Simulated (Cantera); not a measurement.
A freely propagating, adiabatic, planar premixed flame of H2 : O2 : N2 = 1 : 0.263 : 0.737 (molar parts), unburnt at 498 K and 0.270 bar; mixture-averaged transport, grid criteria slope 0.08 and curve 0.16, no radiation.

Computed with Cantera and the H2/O2 subset of GRI-Mech 3.0, which has no nitrogen chemistry. Burning velocities carry a grid error of a few per cent, more on coarse grids.

Task: What does this change do: inlet temperature 498 to 375 K?

Result: 
```
quantity                    before     after
------------------------  --------  --------
laminar burning velocity  682 cm/s  455 cm/s
thermal thickness          2.19 mm   2.03 mm
peak x(O)                  0.00644   0.00568
peak x(OH)                 0.00828   0.00695
peak x(H)                    0.136     0.126
peak x(HO2)               0.000135  0.000202
```

Task: What does this change do: N2 0.737 to 0.95 parts?

Result: 
```
quantity                    before     after
------------------------  --------  --------
laminar burning velocity  682 cm/s  586 cm/s
thermal thickness          2.19 mm   2.30 mm
peak x(O)                  0.00644   0.00524
peak x(OH)                 0.00828   0.00583
peak x(H)                    0.136     0.117
peak x(HO2)               0.000135  0.000122
```
